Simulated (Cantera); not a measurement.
Input (Python, Cantera) and output of one run.

```python
import numpy as np
import cantera as ct

gas_names = """
    CL CL2 H HCL H2 N NH NH2 NH3 N2 N2H2 N2H4 Si SiCL SiCL2 SiCL3 SiCL4 SiH SiHCL3 SiH2 SiH2CL2 SiH3
    SiH3CL SiH4 SiN Si2 Si2N Si3
""".split()
cond_names = """
    NH4CL(a) NH4CL(b) Si(cr) Si(L) Si3N4(a)
""".split()


# ... load() reads the species with a 1 bar reference pressure and builds the phases ...
atoms = {
    'Si2Cl6': {'Si': 2, 'CL': 6},
    'NH3': {'N': 1, 'H': 3},
    'N2': {'N': 2},
}
top_T = {'Si3N4(a)': 2400}  # K; cautious upper limits of use, not melting points


# ... equilibrate(T, P, feed) seeds the gas with the atoms and calls Mixture.equilibrate('TP', solver="vcs", rtol=1e-11, max_steps=5000) ...
results = []
T = 1423  # K
P = 100000  # Pa
for m in [0.35, 0.56, 0.91, 1.5, 2.3, 3.7, 6, 9.6, 15, 25]:
    feed = {'Si2Cl6': 1, 'NH3': m, 'N2': 12}  # mol
    mix = equilibrate(T, P, feed)
    results.append((T, P, feed, dict(zip(mix.species_names, mix.species_moles))))

top = {s: max(r[3][s] / sum(r[3][g] for g in gas_names) for r in results) for s in gas_names}
cols = sorted((s for s in top if top[s] > 0.0001), key=lambda s: -top[s])[:9]
seen = [c for c in cond_names if any(r[3].get(c, 0) > 1e-12 for r in results)]
print("log10 of partial pressures in bar; condensed amounts in mol")
print(f"{'n(NH3)':>10s}" + "".join(f"{s[:9]:>10s}" for s in cols + seen))
for T, P, feed, n in results:
    ng = sum(n[g] for g in gas_names)
    print(f"{feed['NH3']:10.4g}" + "".join(f"{np.log10(max(n[s] / ng * P / 1e5, 1e-99)):10.3f}" for s in cols)
          + "".join(f"{n.get(c, 0):10.4g}" for c in seen))
```

Output:

```
log10 of partial pressures in bar; condensed amounts in mol
    n(NH3)        N2        H2       HCL     SiCL4     SiCL3     SiCL2    SiHCL3  Si3N4(a)
      0.35    -0.077    -2.325    -1.186    -1.066    -2.264    -2.863    -3.315    0.2325
      0.56    -0.090    -1.971    -1.026    -1.123    -2.304    -2.887    -3.178    0.2702
      0.91    -0.110    -1.629    -0.880    -1.212    -2.368    -2.925    -3.071     0.324
       1.5    -0.138    -1.306    -0.760    -1.357    -2.471    -2.988    -3.013    0.3961
       2.3    -0.171    -1.058    -0.688    -1.544    -2.606    -3.071    -3.024    0.4684
       3.7    -0.216    -0.816    -0.653    -1.857    -2.833    -3.212    -3.130    0.5497
         6    -0.270    -0.610    -0.676    -2.324    -3.175    -3.428    -3.369    0.6136
       9.6    -0.326    -0.456    -0.755    -2.911    -3.606    -3.703    -3.723    0.6462
        15    -0.380    -0.349    -0.868    -3.541    -4.069    -4.000    -4.133    0.6587
        25    -0.439    -0.266    -1.028    -4.308    -4.635    -4.364    -4.657    0.6637
```

Cantera equilibrium calculation (NASA polynomials, part measured and part estimated; ideal gas, pure solids and liquids). The feed counts by its element totals alone. The tables' values for SiCl3 are old estimates; treat these amounts as uncertain.
